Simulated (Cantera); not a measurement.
A closed system holds: 1 mol CH₄, 0.6 mol H₂, 37 mol N₂, 1 mol H₂O, equilibrated at 67.0 Pa.

Cantera equilibrium calculation (NASA polynomials, part measured and part estimated; ideal gas, pure solids and liquids). Candidate condensed phases: C, C₆H₆, C₇H₈, C₈H₁₈, H₂O; 169 gas species. Ions and electrons are included (thermal ionisation). Equilibrium is a limit: real reactors are often held back by kinetics, nucleation or transport.

x: gas mole fraction; nothing condenses.

| T (°C) | x N₂ | x N | x H | x CO | x O | x C |
|---|---|---|---|---|---|---|
| 2727 | 0.819 | 0.000487 | 0.158 | 0.0221 | 1.37e-5 | 5.46e-6 |
| 3227 | 0.811 | 0.00771 | 0.159 | 0.0218 | 0.000225 | 0.000175 |
| 3727 | 0.762 | ___ | 0.154 | ___ | ___ | ___ |
| 4227 | ___ | ___ | ___ | ___ | ___ | ___ |
| 4727 | 0.238 | 0.625 | 0.107 | 0.00117 | 0.0137 | 0.0134 |

### Question
Complete the blanks.

### Answer

- 4227, x N₂: 0.572
- 4227, x N: 0.263
- 4227, x H: 0.137
- 4227, x CO: 0.00988
- 4227, x O: 0.00911
- 4227, x C: 0.00883
- 3727, x N: 0.0599
- 3727, x CO: 0.0193
- 3727, x O: 0.00207
- 3727, x C: 0.00191
